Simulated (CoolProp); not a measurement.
Vapour-liquid equilibrium of CHF3 (R23) (1) + R143a (2) at 225.5 K; x and y are mole fractions of (1).

Model: multi-fluid Helmholtz-energy mixture model, Penoncello 2003 and Lemmon and Jacobsen 2000; pair parameters Bell 2016, in CoolProp.

```tsv
x	bubble pressure, mixture model (kPa)	bubble pressure, Raoult's law (kPa)	y, mixture model	y, Raoult's law
0.05	116.4	120.7	0.183	0.218
0.15	?	163.4	?	0.483
0.25	197.5	206.2	?	0.638
0.35	242.3	248.9	0.723	0.740
0.45	287.6	291.6	0.800	0.813
0.55	332.4	334.3	0.856	0.866
0.65	376.0	377.0	0.898	0.908
0.75	418.7	419.7	?	0.941
0.85	?	462.4	0.961	0.968
0.95	504.2	505.2	0.987	0.990
```

**Question.** Complete the blanks.

**Answer.** 
- 0.15, bubble pressure, mixture model (kPa): 154.9
- 0.15, y, mixture model: 0.444
- 0.25, y, mixture model: 0.612
- 0.75, y, mixture model: 0.932
- 0.85, bubble pressure, mixture model (kPa): 461.1

The largest gap from Raoult's law is -5.2 % in bubble pressure, at x = 0.15. No azeotrope shows between x = 0.05 and 0.95.

The pair parameters rest on a limited set of measurements; away from them the model extrapolates.
